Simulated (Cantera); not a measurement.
A freely propagating, adiabatic, planar premixed flame of 19.5 % H2, 16.0 % O2, 62.3 % N2, 2.33 % H2O, unburnt at 675 K and 7500 Torr; mixture-averaged transport, grid criteria slope 0.08 and curve 0.16, no radiation.

Computed with Cantera and the H2/O2 subset of GRI-Mech 3.0, which has no nitrogen chemistry. The hydrogen kinetics of GRI-Mech 3.0 are dated; newer H2 mechanisms differ, most at raised pressure. Burning velocities carry a grid error of a few per cent, more on coarse grids. Lean hydrogen flames are cellular in practice and burn faster than this planar one.

Predict: laminar burning velocity; thermal thickness; peak x(H); peak x(OH); peak x(H2O2).


```
Item                          Value
------------------------  ---------
laminar burning velocity   174 cm/s
thermal thickness         0.0356 mm
peak x(H)                   0.00227
peak x(OH)                  0.00633
peak x(H2O2)               0.000302
```
